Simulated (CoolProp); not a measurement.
Vapour-liquid equilibrium of R22 (1) + methanol (2) at 63.5 kPa; x and y are mole fractions of (1).

Values from CoolProp's multi-fluid Helmholtz-energy mixture model, Kamei 1995 and de Reuck 1993; pair parameters Bell 2016.

```tsv
x	bubble temperature, mixture model (°C)	bubble temperature, Raoult's law (°C)	y, mixture model	y, Raoult's law
0.05	9.3	22.8	0.890	0.774
0.125	-14.6	-1.0	0.978	0.948
0.2	-25.0	-13.7	0.990	0.979
0.275	-31.1	-21.8	0.994	0.990
0.35	-35.3	-27.7	0.996	0.994
0.425	-38.3	-32.3	0.997	0.996
0.5	-40.6	-35.9	0.998	0.998
0.575	-42.4	-39.0	0.998	0.999
0.65	-44.0	-41.6	0.999	0.999
0.725	-45.4	-43.9	0.999	0.999
0.8	-46.7	-45.9	0.999	1.000
0.875	-48.0	-47.7	1.000	1.000
0.95	-49.4	-49.3	1.000	1.000
```

The largest gap from Raoult's law is -13.6 K in bubble temperature, at x = 0.125. No azeotrope shows between x = 0.05 and 0.95.

The pair parameters rest on a limited set of measurements; away from them the model extrapolates. With so large a gap from Raoult's law the liquid may split in two, which this calculation doesn't test in full.
